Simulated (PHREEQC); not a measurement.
0.01 g of hydrous ferric oxide (600 m²/g; 0.2 weak and 0.005 strong sites per Fe, Dzombak-Morel constants, diffuse double layer) in 1 kg of water with 0.05 mol/kgw of an inert sodium salt and 3.8e-05 mol/kgw ZnCl2, at 25 °C; the pH is set by adding NaOH or the inert anion's acid. Oxygen is held at 0.21 atm. CO2 from the air is kept out. Nothing may precipitate in this run.

Computed with PHREEQC (ion-association model, wateq4f.dat).

| pH | Zn sorbed (%) | surface charge σ (C/m²) | surface potential ψ (mV) |
|---|---|---|---|
| 3 | 0.0 | 0.357 | 169 |
| 3.5 | 0.0 | 0.335 | 166 |
| 4 | 0.0 | 0.294 | 160 |
| 4.5 | 0.0 | 0.238 | 149 |
| 5 | 0.1 | 0.181 | 135 |
| 5.5 | 0.4 | 0.131 | 119 |
| 6 | 1.2 | 0.091 | 100 |
| 6.5 | 2.5 | 0.061 | 81 |
| 7 | 7.0 | 0.043 | 66 |
| 7.5 | 16.1 | 0.038 | 60 |
| 8 | 24.4 | 0.036 | 58 |
| 8.5 | 28.5 | 0.031 | 51 |
| 9 | 28.9 | 0.019 | 34 |

Along this series the solution becomes supersaturated in solids that the run did not let form, among them Zn(OH)2-e. The oxide is taken as insoluble; below pH 4 it would dissolve.
